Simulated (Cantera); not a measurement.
Charge: 1 mol CuO, 1.3 mol CO, 0.97 mol N2, held at 2350 °C and 10.0 Torr.

Method: chemical equilibrium by Gibbs-energy minimisation in Cantera with the NASA 1993 tables (ideal gas, pure condensed phases). Candidate condensed phases: C, Cu, CuO, Cu2O; 27 gas species. Equilibrium is a limit: real reactors are often held back by kinetics, nucleation or transport.

Base state: Cu 0.271, N2 0.259, CO 0.253, CO2 0.100, O2 0.0551, O 0.0526, NO 0.00830, CuO 0.000491 (mole fractions); condensed: gas only.

Q: What changes in the equilibrium state with this change: CO from 1.3 to 4.3 mol?

A: 
| species | before | after |
|---|---|---|
| CO | 0.253 | 0.558 |
| Cu | 0.271 | 0.153 |
| N2 | 0.259 | 0.147 |
| O2 | 0.0551 | 0.0119 |
| O | 0.0526 | 0.0244 |
| CO2 | 0.100 | 0.102 |
| CuO | 0.000491 | 0.000129 |
| Cu2 | 5.61e-5 | 1.80e-5 |
| NO | 0.00830 | 0.00291 |

Q: What changes in the equilibrium state with this change: pressure from 10.0 Torr to 3680 Torr?

A: 
```
species       before     after
----------  --------  --------
N2             0.259     0.391
CO2            0.100     0.385
CO             0.253     0.141
Cu             0.271    0.0697
O             0.0526  0.000986
O2            0.0551   0.00713
Cu2          5.61e-5   0.00136
NO           0.00830   0.00367
CuO         0.000491  0.000870
Cu(l), mol         0     0.819
```

Q: What changes in the equilibrium state with this change: temperature from 2350 °C to 2000 °C?

A: 
```json
[
 {"species": "Cu", "before": "0.271", "after": "0.296"},
 {"species": "N2", "before": "0.259", "after": "0.287"},
 {"species": "CO2", "before": "0.100", "after": "0.245"},
 {"species": "CO", "before": "0.253", "after": "0.141"},
 {"species": "O", "before": "0.0526", "after": "0.00540"},
 {"species": "O2", "before": "0.0551", "after": "0.0217"},
 {"species": "Cu2", "before": "5.61e-5", "after": "0.000272"},
 {"species": "NO", "before": "0.00830", "after": "0.00287"},
 {"species": "CuO", "before": "0.000491", "after": "0.000426"}
]
```
